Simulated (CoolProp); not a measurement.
Vapour-liquid equilibrium of carbon dioxide (1) + CHF3 (R23) (2) at 0.677 MPa; x and y are mole fractions of (1).

Computed with CoolProp (multi-fluid Helmholtz-energy mixture model, Span 1996 and Penoncello 2003; pair parameters Bell 2016).

```csv
x,bubble temperature (K),y at the bubble point,dew temperature at overall composition x (K),liquid density (mol/L)
0.05,231.2,0.074,231.5,(withheld)
0.15,(withheld),0.210,230.4,19.16
0.25,228.4,0.331,229.3,19.83
0.35,227.2,0.439,228.1,20.53
0.45,226.1,0.537,227.1,21.27
0.55,(withheld),(withheld),226.0,22.05
0.65,(withheld),(withheld),225.0,22.87
0.75,223.9,0.790,224.2,23.76
0.85,223.4,0.871,223.5,24.70
0.95,223.1,0.955,223.1,25.72
```

Some entries are withheld; supply them.


- 0.05, liquid density (mol/L): 18.52
- 0.15, bubble temperature (K): 229.7
- 0.55, bubble temperature (K): 225.3
- 0.55, y at the bubble point: 0.626
- 0.65, bubble temperature (K): 224.5
- 0.65, y at the bubble point: 0.709

No azeotrope shows between x = 0.05 and 0.95.

The pair parameters rest on a limited set of measurements; away from them the model extrapolates.
